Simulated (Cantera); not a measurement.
Source: NASA polynomial tables (part measured, part estimated), evaluated in Cantera. Values are per mole of reaction as written; species without (g) are pure solids or liquids, kept so even where they would boil at 1 bar.

Problem. Between 300 and 875 K, where is each reaction favourable under standard conditions?
- 3 C3H8(g) + 2 S ⇌ CS2(g) + 4 C2H6(g)
- C6H6(g) + 3 S ⇌ 6 C + 3 H2S(g)
- 12 S + C6H6(g) ⇌ 6 H(g) + 6 CS2(g)

Solution. 
- 3 C3H8(g) + 2 S ⇌ CS2(g) + 4 C2H6(g): ΔG° is 12 kJ at 300 K and -131 kJ at 875 K; it changes sign between 300 and 425 K. ΔH° is 69 kJ and ΔS° 228 J/K at 875 K.
- C6H6(g) + 3 S ⇌ 6 C + 3 H2S(g): ΔG° is -230 kJ at 300 K and -375 kJ at 875 K; it stays negative (K > 1). ΔH° is -173 kJ and ΔS° 231 J/K at 875 K.
- 12 S + C6H6(g) ⇌ 6 H(g) + 6 CS2(g): ΔG° is 1488 kJ at 300 K and 708 kJ at 875 K; it stays positive (K < 1). ΔH° is 1843 kJ and ΔS° 1298 J/K at 875 K.
